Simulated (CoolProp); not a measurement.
Vapour pressure (kPa) of acetone: the reference equation beside estimates from Tc = 508.1 K, pc = 4692 kPa, ω = 0.307.

Model: reference Helmholtz-energy equation of state, Lemmon 2006, in CoolProp. It is a short technical equation, of lower accuracy than the large ones.

```csv
T (K),reference,Lee-Kesler,Soave-Redlich-Kwong
368.4,___,___,___
377.6,416.8,420.0,420.0
386.8,521.6,526.9,527.5
396.1,___,654.4,656.1
405.3,791.9,801.9,805.4
414.5,960.4,972.7,978.9
423.7,1155,1169,1179
432.9,1377,1394,1408
```

Fill in the missing entries.


- 368.4, reference: 328.9
- 368.4, Lee-Kesler: 330.4
- 368.4, Soave-Redlich-Kwong: 330.2
- 396.1, reference: 646.8

Absolute difference from the reference over all 8 rows, mean and median: Lee-Kesler 1.1 and 1.2 %, Soave-Redlich-Kwong 1.5 and 1.6 %.
